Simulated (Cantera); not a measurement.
Input (Python, Cantera):

```python
import numpy as np
import cantera as ct

gas = ct.Solution("h2o2.yaml")
gas.TPX = 1375, 12000, {'H2': 0.64, 'O2': 1, 'N2': 1.7}
inlet = ct.Reservoir(gas, clone=True)

reactor = ct.IdealGasConstPressureReactor(gas, energy="off", clone=False)
exhaust = ct.Reservoir(gas, clone=True)
tau = [0.73, 0.42, 0.24, 0.14, 0.081, 0.047, 0.027, 0.016, 0.0091][0]
for a, b in ((inlet, reactor), (reactor, exhaust)):
    ct.MassFlowController(a, b, mdot=lambda t: reactor.mass / tau)
net = ct.ReactorNet([reactor])
show = ['H2', 'O2', 'H2O2', 'OH', 'HO2', 'H2O', 'H']

rows = []
print(f"{'tau/s':>10s}{'T/K':>9s}" + "".join(f"{s:>11s}" for s in show))
for tau in [0.73, 0.42, 0.24, 0.14, 0.081, 0.047, 0.027, 0.016, 0.0091]:
    net.initial_time = 0.0
    net.advance(30 * tau)
    before = gas.X
    net.advance(40 * tau)
    drift = np.max(np.abs(gas.X - before) / (gas.X + 1e-9))
    rows.append([gas.T, *gas[show].X, drift])
    print(f"{tau:10.3e}{gas.T:9.1f}" + "".join(f"{x:11.3e}" for x in gas[show].X))
```

It prints:

```
     tau/s      T/K         H2         O2       H2O2         OH        HO2        H2O          H
 7.300e-01   1375.0  2.149e-04  2.247e-01  2.441e-07  1.127e-03  3.391e-06  2.110e-01  4.389e-05
 4.200e-01   1375.0  3.098e-04  2.246e-01  3.019e-07  1.357e-03  4.505e-06  2.107e-01  7.678e-05
 2.400e-01   1375.0  4.478e-04  2.244e-01  3.711e-07  1.638e-03  5.888e-06  2.104e-01  1.350e-04
 1.400e-01   1375.0  6.375e-04  2.242e-01  4.490e-07  1.962e-03  7.458e-06  2.099e-01  2.321e-04
 8.100e-02   1375.0  9.099e-04  2.240e-01  5.399e-07  2.356e-03  9.250e-06  2.092e-01  4.015e-04
 4.700e-02   1375.0  1.292e-03  2.236e-01  6.424e-07  2.824e-03  1.116e-05  2.083e-01  6.902e-04
 2.700e-02   1375.0  1.840e-03  2.232e-01  7.581e-07  3.393e-03  1.314e-05  2.069e-01  1.194e-03
 1.600e-02   1375.0  2.556e-03  2.226e-01  8.752e-07  4.027e-03  1.493e-05  2.051e-01  1.991e-03
 9.100e-03   1375.0  3.621e-03  2.218e-01  1.005e-06  4.829e-03  1.667e-05  2.024e-01  3.428e-03
```

Detailed kinetics in Cantera: the H2/O2 subset of GRI-Mech 3.0, which has no nitrogen chemistry. The temperature is held fixed by assumption; the heat of reaction is taken as removed at once.
